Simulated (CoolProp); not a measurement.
Values from CoolProp's reference Helmholtz-energy equation of state, Lemmon 2006. It is a short technical equation, of lower accuracy than the large ones.

Q: For acetone, give the phase and the cp (kJ/(kg K)) at 199 K and 0.925 MPa; 410.7 K and 0.0125 MPa; 468.7 K and 6.21 MPa.

A: 
- 199 K and 0.925 MPa: liquid; cp 2.00
- 410.7 K and 0.0125 MPa: gas; cp 1.62
- 468.7 K and 6.21 MPa: liquid; cp 2.89
